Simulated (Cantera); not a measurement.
A freely propagating, adiabatic, planar premixed flame of CO : H₂ : O₂ : N₂ : H₂O = 1 : 0.089 : 0.801 : 3.01 : 0.19 (molar parts), equivalence ratio 0.68, unburnt at 450 K and 0.345 atm; unity-Lewis-number transport, grid criteria slope 0.08 and curve 0.16, no radiation.

Cantera simulation using GRI-Mech 3.0 (53 species, 325 reactions); the numbers are that mechanism's predictions, not measurements. Unity Lewis numbers drop preferential diffusion, which matters most where H2 and H carry the flame. Burning velocities carry a grid error of a few per cent, more on coarse grids.

Task: Predict: laminar burning velocity; thermal thickness; peak x(OH); peak x(H₂O₂); peak x(HO₂).

Result: 
- laminar burning velocity = 53.7 cm/s
- thermal thickness = 2.12 mm
- peak x(OH) = 0.00585
- peak x(H₂O₂) = 7.57e-6
- peak x(HO₂) = 8.26e-5
